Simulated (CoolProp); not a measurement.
Vapour pressure (MPa) of ammonia: the reference equation beside estimates from Tc = 405.6 K, pc = 11.36 MPa, ω = 0.256.

The numbers come from the reference Helmholtz-energy equation of state, Gao 2020 in CoolProp.

```tsv
T (K)	reference	van der Waals	Redlich-Kwong
233.6	0.07338	0.7767	0.1495
240.8	0.1063	(withheld)	0.2083
248	0.1504	1.101	0.2832
255.1	0.2071	1.290	0.3757
262.3	0.2807	1.502	0.4908
269.5	0.3737	(withheld)	0.6304
276.6	0.4875	1.992	0.7946
283.8	0.6287	(withheld)	0.9909
```

Some entries are withheld; supply them.


- 240.8, van der Waals: 0.9290
- 269.5, van der Waals: 1.738
- 283.8, van der Waals: 2.274

Absolute difference from the reference over all 8 rows, mean and median: van der Waals 532.2 and 479.0 %, Redlich-Kwong 79.2 and 78.1 %.
